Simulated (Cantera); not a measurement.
## N2O furnace oxynitridation

A perfectly stirred reactor is fed with N2O : H2O = 1 : 0.033 (molar parts), at 0.00630 bar; it is held at 1598 K, and followed from long to short residence time.

Detailed kinetics in Cantera: GRI-Mech 3.0 (53 species, 325 reactions). GRI-Mech 3.0 was tuned for natural gas; its chemistry of N2O as a main component is partial and can be far from experiment. Radical loss at walls, strong at low pressure, is not modelled. The temperature is held fixed by assumption; the heat of reaction is taken as removed at once.

```json
[
 {"τ (s)": "0.53", "x N2O": "0.491", "x H2O": "0.0266", "x NO": "0.0793", "x O2": "0.120", "x N2": "0.281"},
 {"τ (s)": "0.24", "x N2O": "0.671", "x H2O": "0.0285", "x NO": "0.0502", "x O2": "0.0743", "x N2": "0.175"},
 {"τ (s)": "0.11", "x N2O": "0.804", "x H2O": "0.0300", "x NO": "0.0280", "x O2": "0.0407", "x N2": "0.0966"},
 {"τ (s)": "0.052", "x N2O": "0.882", "x H2O": "0.0308", "x NO": "0.0146", "x O2": "0.0209", "x N2": "0.0502"},
 {"τ (s)": "0.024", "x N2O": "0.927", "x H2O": "0.0313", "x NO": "0.00714", "x O2": "0.00998", "x N2": "0.0242"},
 {"τ (s)": "0.011", "x N2O": "0.949", "x H2O": "0.0316", "x NO": "0.00335", "x O2": "0.00454", "x N2": "0.0112"},
 {"τ (s)": "0.0050", "x N2O": "0.959", "x H2O": "0.0317", "x NO": "0.00152", "x O2": "0.00197", "x N2": "0.00503"},
 {"τ (s)": "0.0023", "x N2O": "0.964", "x H2O": "0.0318", "x NO": "0.000668", "x O2": "0.000827", "x N2": "0.00224"},
 {"τ (s)": "0.0011", "x N2O": "0.966", "x H2O": "0.0319", "x NO": "0.000287", "x O2": "0.000345", "x N2": "0.00102"},
 {"τ (s)": "0.00048", "x N2O": "0.967", "x H2O": "0.0319", "x NO": "9.85e-5", "x O2": "0.000117", "x N2": "0.000409"},
 {"τ (s)": "0.00022", "x N2O": "0.968", "x H2O": "0.0319", "x NO": "3.10e-5", "x O2": "3.65e-5", "x N2": "0.000170"}
]
```
x: mole fraction; the columns are a selection and need not sum to one.
